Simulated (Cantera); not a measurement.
Feed: 1 mol trisilylamine, 2.2 mol NH₃, 16 mol N₂, at 0.900 Torr.

Equilibrium computed with Cantera from the NASA thermochemical tables; the gas is ideal and each condensed phase is pure. Candidate condensed phases: Si, Si₃N₄; 18 gas species. The feed counts by its element totals alone. Rates play no part. All values below are at 900 K.

Base state: N₂ 0.667, H₂ 0.333 (mole fractions); condensed: Si₃N₄(s).

Task: What changes in the equilibrium state with this change: trisilylamine replaced by SiHCl₃?

Result: 
| species | before | after |
|---|---|---|
| N₂ | 0.667 | 0.758 |
| HCl | 0 | 0.132 |
| H₂ | 0.333 | 0.109 |
| SiCl₄ | 0 | 0.00154 |
| Si₃N₄(s), mol | 1.00 | 0.322 |
Further candidate phases: NH₄Cl.
